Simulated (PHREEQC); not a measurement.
Consider water at 20 °C with 0.025 mol/kgw HF, 9.9e-05 mol/kgw Na2SO4 and 0.0046 mol/kgw KCl. Closed to the air; pH follows from the charge balance.

All values are PHREEQC results (ion-association model, phreeqc.dat), not measurements.

No solid was allowed to form.

Problem. Order these S species by the share of S that they hold, largest first: KSO4-, SO4-2, HSO4-.

Solution. SO4-2 (78 %), HSO4- (20 %), KSO4- (1.6 %)

Problem. Order these F species by the share of F that they hold, largest first: HF, HF2-, F-.

Solution. HF (81 %), F- (16 %), HF2- (2.4 %)

The pH is 2.40 and the ionic strength 0.00925 mol/kgw. Complexes and solids missing from the database can't appear.
